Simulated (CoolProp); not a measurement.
Vapour-liquid equilibrium of dimethyl carbonate (1) + n-decane (2) at 0.487 MPa; x and y are mole fractions of (1).

Computed with CoolProp (multi-fluid Helmholtz-energy mixture model, Zhou 2011 and Lemmon 2006; pair parameters Bell 2016).

```tsv
x	bubble temperature, mixture model (K)	bubble temperature, Raoult's law (K)	y, mixture model	y, Raoult's law
0.05	498.1	508.5	0.342	0.247
0.15	466.1	488.9	0.678	0.542
0.25	449.9	474.2	0.792	0.704
0.35	441.4	462.8	0.842	0.803
0.45	436.6	453.5	0.868	0.866
0.55	433.3	445.7	0.887	0.910
0.65	430.7	439.2	0.904	0.941
0.75	428.2	433.5	0.922	0.964
0.85	425.8	428.4	0.945	0.981
0.95	423.2	424.0	0.978	0.994
```

The largest gap from Raoult's law is -24.3 K in bubble temperature, at x = 0.25. No azeotrope shows between x = 0.05 and 0.95.

Pair parameters are fitted to limited data, so mixtures are less certain than the pure fluids. With so large a gap from Raoult's law the liquid may split in two, which this calculation doesn't test in full.
